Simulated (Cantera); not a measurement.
A closed system holds: 1 mol HI, 0.96 mol H₂O, 0.73 mol H₂, held at 0.310 bar.

These are equilibrium values from Cantera (NASA tables, ideal gas, pure condensed phases), not measurements of a reactor. Candidate condensed phases: H₂O, I₂; 25 gas species. Ions and electrons are included (thermal ionisation). Rates play no part.

x: gas mole fraction; nothing condenses.

```tsv
T (°C)	x H	x H₂	x I	x H₂O	x O	x OH	x HI
2727	0.155	0.299	0.271	0.214	0.0117	0.0368	(withheld)
2977	0.284	0.242	0.241	0.123	0.0399	0.0572	(withheld)
3227	0.433	0.167	0.206	0.0457	0.0827	0.0546	(withheld)
3477	0.553	0.0943	0.181	0.0115	0.118	0.0352	(withheld)
3727	0.623	0.0474	0.169	0.00240	0.137	0.0185	(withheld)
3977	0.658	0.0233	0.163	0.000508	0.145	0.00924	(withheld)
4227	0.674	0.0118	0.160	0.000118	0.148	0.00473	(withheld)
4477	0.682	0.00628	0.159	3.10e-5	0.150	0.00254	(withheld)
4727	0.686	0.00353	0.158	9.17e-6	0.150	0.00144	(withheld)
```

**Question.** Fill in the missing entries.

**Answer.** 
- 2727, x HI: 0.00878
- 2977, x HI: 0.00533
- 3227, x HI: 0.00299
- 3477, x HI: 0.00161
- 3727, x HI: 0.000887
- 3977, x HI: 0.000511
- 4227, x HI: 0.000309
- 4477, x HI: 0.000196
- 4727, x HI: 0.000130
